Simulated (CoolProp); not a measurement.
Model: reference Helmholtz-energy equation of state, Rui 2013, in CoolProp.

Task: For R236EA, give the phase and the density (kg/m³), Joule-Thomson coefficient (K/MPa), expansivity (1/kK), Prandtl number at 378.8 K and 0.728 MPa.

Result: 
- 378.8 K and 0.728 MPa: gas; density 39.4, Joule-Thomson coefficient 12.4, expansivity 3.98, Prandtl number 0.696

Viscosity comes from a separate model (Huber 2003), an estimate that may be off by 10 % or more. Thermal conductivity comes from a separate model (Huber 2003), an estimate that may be off by 10 % or more.
